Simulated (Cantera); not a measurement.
A closed system holds: 1 mol CH3SiH3, 1.4 mol C2H2, 3.6 mol H2, held at 2125 K and 82.5 Torr.

These are equilibrium values from Cantera (NASA tables, ideal gas, pure condensed phases), not measurements of a reactor. Candidate condensed phases: C, C6H6, C7H8, C8H18, Si, SiC; 87 gas species. The feed counts by its element totals alone. Gases not in the tables: Si2H6 and higher silanes. The numbers say what is thermodynamically allowed, not how fast it happens.

Base state: H2 0.987, H 0.0109, C2H2 (acetylene) 0.00165, Si 0.000134, CH4 3.33e-5, SiH 2.27e-5, SiH2 1.73e-5 (mole fractions); condensed: C(graphite) + SiC(s).

What changes in the equilibrium state with this change: CH3SiH3 replaced by SiH2Cl2?


| species | before | after |
|---|---|---|
| H2 | 0.987 | 0.721 |
| HCl | 0 | 0.250 |
| SiCl2 | 0 | 0.0153 |
| H | 0.0109 | 0.00930 |
| Cl | 0 | 0.00237 |
| SiCl3 | 0 | 0.000227 |
| SiCl | 0 | 0.000220 |
| CH4 | 3.33e-5 | 1.78e-5 |
| C(graphite), mol | 2.77 | 1.89 |
| SiC(s), mol | 0.998 | 0.888 |
The tables' values for SiCl3, SiCl are old estimates; treat these amounts as uncertain.

What changes in the equilibrium state with this change: temperature from 2125 K to 1498.15 K?


| species | before | after |
|---|---|---|
| H2 | 0.987 | 1.000 |
| CH4 | 3.33e-5 | 0.000285 |
| H | 0.0109 | 5.19e-5 |
| C2H2 (acetylene) | 0.00165 | 8.82e-6 |
| SiH2 | 1.73e-5 | 1.06e-8 |
| Si | 0.000134 | <1e-9 |
| SiH | 2.27e-5 | <1e-9 |
| C(graphite), mol | 2.77 | 2.80 |
| SiC(s), mol | 0.998 | 1.00 |

What changes in the equilibrium state with this change: temperature from 2125 K to 1375 K?


| species | before | after |
|---|---|---|
| H2 | 0.987 | 0.999 |
| CH4 | 3.33e-5 | 0.000547 |
| H | 0.0109 | 1.03e-5 |
| C2H2 (acetylene) | 0.00165 | 1.78e-6 |
| SiH2 | 1.73e-5 | 1.11e-9 |
| Si | 0.000134 | <1e-9 |
| SiH | 2.27e-5 | <1e-9 |
| C(graphite), mol | 2.77 | 2.80 |
| SiC(s), mol | 0.998 | 1.00 |
